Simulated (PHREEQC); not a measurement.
Make-up at 25 °C: 0.11 mol FeSO4, 0.035 mol MgSO4 and 0.0015 mol HCl per kg of water. Closed to the air; pH follows from the charge balance.

Computed with PHREEQC (ion-association model, wateq4f.dat).

### Question
The ionic strength comes out as 0.293 mol/kgw. What activity coefficients do H+, FeCl+, Mg+2, HSO4-, FeHSO4+ get?

### Answer
H+ 0.78, FeCl+ 0.71, Mg+2 0.32, HSO4- 0.70, FeHSO4+ 0.73.

No solid was allowed to form.
